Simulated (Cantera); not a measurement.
Feed: 1 mol FeS, 52 mol H2, 1.4 mol N2, equilibrated at 2175 K.

Cantera equilibrium calculation (NASA polynomials, part measured and part estimated; ideal gas, pure solids and liquids). Candidate condensed phases: Fe, FeS, FeS2, S; 16 gas species. Equilibrium is a limit: real reactors are often held back by kinetics, nucleation or transport.

Question: Which condensed phases are stable at each of these points (P (Pa)): 10, 52, 270, 1400, 7200, 37000, 190000, 1000000?

Answer: 
| P (Pa) | condensed phases | Fe condensed (%) |
|---|---|---|
| 10 | gas only | 0.0 |
| 52 | gas only | 0.0 |
| 270 | gas only | 0.0 |
| 1400 | gas only | 0.0 |
| 7200 | gas only | 0.0 |
| 37000 | Fe(l) | 67.8 |
| 190000 | Fe(l) | 93.8 |
| 1000000 | Fe(l) | 98.8 |

From 0.000100 bar to 0.0720 bar nothing is condensed. From 0.370 bar to 10.0 bar the condensed part is Fe(l).
